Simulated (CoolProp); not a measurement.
Vapour-liquid equilibrium of R125 (1) + fluoroethane (R161) (2) at 223 K; x and y are mole fractions of (1).

The numbers come from the multi-fluid Helmholtz-energy mixture model, Lemmon 2005 and Wu 2012; pair parameters Bell 2016 in CoolProp.

Give the bubble pressure and the first vapour's composition at x = 0.25, 0.35, 0.75. Is there an azeotrope?

x = 0.25: 0.06362 MPa, y = 0.367; x = 0.35: 0.06827 MPa, y = 0.494; x = 0.75: 0.08492 MPa, y = 0.831. No azeotrope shows between x = 0.05 and 0.95.

The pair parameters rest on a limited set of measurements; away from them the model extrapolates. The gap from Raoult's law changes sign with composition, which may be real or a fault of the pair parameters; it wasn't checked against measurements.
